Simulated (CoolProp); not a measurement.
Properties of sulfur hexafluoride along the isobar 0.912 MPa (Tc = 318.7 K, pc = 3.755 MPa, ω = 0.210).

Values from CoolProp's reference Helmholtz-energy equation of state, Guder 2009.

| T (K) | phase | speed of sound (m/s) | Joule-Thomson coefficient (K/MPa) | isothermal compressibility (1/MPa) |
|---|---|---|---|---|
| 270.1 | gas | 112.4 | 15.84 | 1.354 |
| 277.9 | gas | 115.9 | 14.04 | 1.314 |
| 285.7 | gas | 119.1 | 12.57 | 1.284 |
| 293.4 | gas | 122.0 | 11.37 | 1.260 |
| 301.2 | gas | 124.8 | 10.34 | 1.240 |
| 308.9 | gas | 127.4 | 9.474 | 1.224 |
| 316.7 | gas | 129.9 | 8.717 | 1.211 |
| 324.5 | gas | 132.2 | 8.058 | 1.199 |
| 332.2 | gas | 134.5 | 7.485 | 1.189 |
| 340 | gas | 136.7 | 6.971 | 1.181 |
| 347.7 | gas | 138.9 | 6.519 | 1.173 |
| 355.5 | gas | 140.9 | 6.107 | 1.166 |
| 363.3 | gas | 143.0 | 5.736 | 1.160 |
| 371 | gas | 144.9 | 5.404 | 1.155 |
| 378.8 | gas | 146.8 | 5.098 | 1.150 |
| 386.5 | gas | 148.7 | 4.822 | 1.146 |
